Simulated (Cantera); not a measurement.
AlCl3 + NH3 + N2 + HCl (aluminium nitride and oxide growth)

A closed system holds: 1 mol AlCl3, a varied amount of NH3, 11 mol N2, 3.8 mol HCl, at 1075 K and 1.00 bar.

Method: chemical equilibrium by Gibbs-energy minimisation in Cantera with the NASA 1993 tables (ideal gas, pure condensed phases). Candidate condensed phases: Al, AlCl3, AlN, NH4Cl; 20 gas species. Kinetics and transport are ignored.

From 0.27 mol NH3 to 13 mol NH3 nothing is condensed. From 35 mol NH3 to 93 mol NH3 the condensed part is AlN(s). The main Al-bearing gas is AlCl3 throughout.

| n(NH3) (mol) | x H2 | x N2 | x HCl | x AlCl3 | n AlN(s) |
|---|---|---|---|---|---|
| 0.27 | 0.0248 | 0.682 | 0.233 | 0.0609 | 0 |
| 0.71 | 0.0618 | 0.659 | 0.221 | 0.0578 | 0 |
| 1.9 | 0.145 | 0.610 | 0.194 | 0.0508 | 0 |
| 5 | 0.291 | 0.523 | 0.147 | 0.0386 | 0 |
| 13 | 0.466 | 0.419 | 0.0909 | 0.0239 | 0 |
| 35 | 0.606 | 0.330 | 0.0561 | 0.00773 | 0.337 |
| 93 | 0.685 | 0.283 | 0.0304 | 0.00110 | 0.777 |
x: gas mole fraction; n: condensed amount in mol.
